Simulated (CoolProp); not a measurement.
Aqueous magnesium chloride as a coolant, 8 % by mass, freezing at -5.7 °C, 1 atm.

Computed with CoolProp (Melinder's fits for secondary coolants).

```
T (°C)  conductivity (W/(m K))  cp (kJ/(kg K))  density (kg/m³)  Prandtl number
------  ----------------------  --------------  ---------------  --------------
-1.9                     0.542           3.687             1071            18.2
2.3                      0.550           3.694             1070            15.4
6.5                      0.557           3.701             1070            13.2
10.6                     0.565           3.707             1069            11.5
14.8                     0.572           3.714             1067            10.1
19                       0.580           3.720             1066            8.85
23.2                     0.587           3.726             1065            7.84
27.3                     0.593           3.732             1063            6.98
31.5                     0.600           3.737             1062            6.22
```
